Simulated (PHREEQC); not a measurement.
0.025 g of hydrous ferric oxide (600 m²/g; 0.2 weak and 0.005 strong sites per Fe, Dzombak-Morel constants, diffuse double layer) in 1 kg of water with 0.001 mol/kgw of an inert sodium salt and 6.3e-08 mol/kgw H3BO3 and 4.2e-07 mol/kgw MgCl2, at 25 °C; the pH is set by adding NaOH or the inert anion's acid. Oxygen alone is held at its pressure in air (log pO2 = -0.68). The system is closed to CO2. No solid was allowed to form.

All values are PHREEQC results (ion-association model, wateq4f.dat), not measurements.

| pH | B sorbed (%) | Mg sorbed (%) | surface charge σ (C/m²) | surface potential ψ (mV) |
|---|---|---|---|---|
| 4 | 0.0 | 0.0 | 0.117 | 210 |
| 4.67 | 0.0 | 0.0 | 0.067 | 184 |
| 6 | 0.0 | 0.0 | 0.019 | 119 |
| 6.67 | 0.0 | 0.0 | 0.009 | 83 |
| 7.33 | 0.0 | [?] | 0.004 | 45 |
| 8.67 | 0.0 | [?] | [?] | -32 |
| 9.33 | 0.0 | 96.7 | -0.007 | -69 |
| 10 | 0.0 | 99.8 | -0.015 | -106 |
| 11.33 | 0.0 | 100.0 | -0.084 | -165 |
| 12 | 0.0 | 100.0 | -0.198 | -176 |

Q: Complete the blanks.

A: 
- 7.33, Mg sorbed (%): 0.3
- 8.67, Mg sorbed (%): 60.2
- 8.67, surface charge σ (C/m²): -0.002

Complexes and solids missing from the database can't appear.
